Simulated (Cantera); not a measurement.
A closed system holds: 1 mol Si3N4, 2.3 mol N2O, 41 mol N2, at 1248.15 K and 47.0 mbar.

Equilibrium computed with Cantera from the NASA thermochemical tables; the gas is ideal and each condensed phase is pure. Candidate condensed phases: Si, SiO2, Si2N2O, Si3N4; 16 gas species. Mutual solubility and eutectic melting of coexisting phases are not modelled. The tables hold silica as quartz up to 1696 K and as liquid above; real silica turns to tridymite and cristobalite and melts near 1996 K. The numbers say what is thermodynamically allowed, not how fast it happens.

Base state: N2 1.00 (mole fractions); condensed: SiO2(β-quartz) + Si2N2O(s).

Problem. What changes in the equilibrium state with this change: temperature from 1248.15 K to 1773.15 K?

Solution. 
```json
[
 {"species": "N2", "before": "1.00", "after": "0.965"},
 {"species": "SiO", "before": "3.78e-8", "after": "0.0346"},
 {"species": "SiO2(β-quartz), mol", "before": "0.533", "after": "0"},
 {"species": "Si2N2O(s), mol", "before": "1.23", "after": "0.700"}
]
```
